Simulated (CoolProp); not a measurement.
Vapour-liquid equilibrium of isohexane (1) + n-hexane (2) at 36.85 °C; x and y are mole fractions of (1).

Model: multi-fluid Helmholtz-energy mixture model, Lemmon 2006 and Thol 2019; pair parameters Bell 2016, in CoolProp.

| x | bubble pressure, mixture model (MPa) | bubble pressure, Raoult's law (MPa) | y, mixture model | y, Raoult's law |
|---|---|---|---|---|
| 0.05 | … | 0.03356 | 0.068 | 0.067 |
| 0.15 | 0.03494 | 0.03477 | 0.197 | 0.195 |
| 0.25 | 0.03625 | 0.03598 | 0.316 | 0.313 |
| 0.35 | 0.03753 | 0.03720 | … | 0.424 |
| 0.45 | … | 0.03841 | 0.528 | 0.528 |
| 0.55 | … | 0.03963 | 0.624 | 0.626 |
| 0.65 | … | 0.04084 | … | 0.718 |
| 0.75 | 0.04234 | 0.04205 | 0.800 | 0.804 |
| 0.85 | … | 0.04327 | 0.882 | 0.886 |
| 0.95 | 0.04455 | 0.04448 | 0.961 | 0.963 |

**Question.** Some entries are withheld; supply them.

**Answer.** 
- 0.05, bubble pressure, mixture model (MPa): 0.03362
- 0.35, y, mixture model: 0.426
- 0.45, bubble pressure, mixture model (MPa): 0.03878
- 0.55, bubble pressure, mixture model (MPa): 0.04000
- 0.65, bubble pressure, mixture model (MPa): 0.04119
- 0.65, y, mixture model: 0.714
- 0.85, bubble pressure, mixture model (MPa): 0.04347

The largest gap from Raoult's law is +1.0 % in bubble pressure, at x = 0.45. No azeotrope shows between x = 0.05 and 0.95.

The pair parameters rest on a limited set of measurements; away from them the model extrapolates.
